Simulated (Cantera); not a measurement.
**Ammonia decomposition in nitride growth gas**

An isothermal, constant-pressure homogeneous reactor starts with NH3 : N2 = 1 : 0.28 (molar parts), at 1625 K and 0.671 atm.

Cantera simulation using the gas-phase N/H chemistry of the illustrative SiF4/NH3 mechanism in the Surface Chemkin manual (1991); the numbers are that mechanism's predictions, not measurements. Walls and surfaces, which speed up NH3 decomposition in real reactors, are not modelled.

```csv
t (s),x NH3,x NH2,x N,x N2H4,x NH,x N2
4.00e-5,0.781,2.87e-6,<1e-12,9.89e-11,1.25e-10,0.219
8.66e-5,0.781,6.22e-6,<1e-12,5.03e-10,8.22e-10,0.219
0.000188,0.781,1.34e-5,<1e-12,2.44e-9,4.75e-9,0.219
0.000406,0.781,2.89e-5,5.97e-12,1.14e-8,2.28e-8,0.219
0.000880,0.781,5.96e-5,2.15e-11,4.90e-8,8.64e-8,0.219
0.00191,0.781,0.000101,6.56e-11,1.42e-7,2.09e-7,0.219
0.00413,0.781,0.000118,1.43e-10,1.94e-7,2.69e-7,0.219
0.00894,0.780,0.000119,2.75e-10,1.96e-7,2.75e-7,0.219
0.0194,0.778,0.000118,5.54e-10,1.95e-7,2.83e-7,0.219
0.0420,0.774,0.000117,1.13e-9,1.91e-7,2.96e-7,0.220
0.0909,0.767,0.000116,2.25e-9,1.85e-7,3.19e-7,0.221
0.197,0.750,0.000113,4.09e-9,1.76e-7,3.49e-7,0.224
0.426,0.716,0.000107,6.40e-9,1.60e-7,3.77e-7,0.229
0.923,0.651,9.93e-5,8.43e-9,1.37e-7,3.89e-7,0.239
2.00,0.541,8.62e-5,9.56e-9,1.03e-7,3.73e-7,0.257
```
x: mole fraction; the columns are a selection and need not sum to one.

Equilibrium at this temperature and pressure: NH3 9.17e-6, NH2 2.36e-9, N <1e-12, N2H4 <1e-12, NH 1.75e-11, N2 0.342 (gas phase only).
